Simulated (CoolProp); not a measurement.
Values from CoolProp's reference Helmholtz-energy equation of state, Bücker 2006.

Task: Give the vapour pressure (bar), surface tension (mN/m), vapour viscosity (µPa s), liquid conductivity (mW/(m K)) of saturated ethane at 225.6, 244.9, 269.1 K.

Result: 
```
T (K)  p (bar)  surface tension (mN/m)  vapour viscosity (µPa s)  liquid conductivity (mW/(m K))
-----  -------  ----------------------  ------------------------  ------------------------------
225.6     6.02                    9.85                      7.30                             130
244.9     11.2                    7.03                      8.10                             113
269.1     21.6                    3.74                      9.46                            94.0
```

Viscosity comes from a separate model (Friend 1991). Thermal conductivity comes from a separate model (Friend 1991). Surface tension comes from a separate correlation (Mulero 2012).
